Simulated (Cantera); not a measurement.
Mixture: CH₄ : O₂ : N₂ = 1 : 1.67 : 6.27 (molar parts), equivalence ratio 1.2, at 1000000 Pa, adiabatic and at constant pressure. Ignition delay is the time to a rise of 400 K.

Model: GRI-Mech 3.0 (53 species, 325 reactions), integrated in Cantera.

Question: What does this change do: CH4 1 to 2 parts?

Answer: 
```
quantity                                                before       after
--------------------------------------------------  ----------  ----------
delay at 1075 K                                        27.3 ms     40.3 ms
delay at 1175 K                                        7.07 ms     10.5 ms
delay at 1275 K                                        2.13 ms     3.14 ms
delay at 1375 K                                       0.709 ms     1.03 ms
delay at 1475 K                                       0.257 ms    0.367 ms
delay at 1575 K                                       0.101 ms    0.139 ms
apparent activation energy between 1375 and 1575 K  180 kJ/mol  180 kJ/mol
```
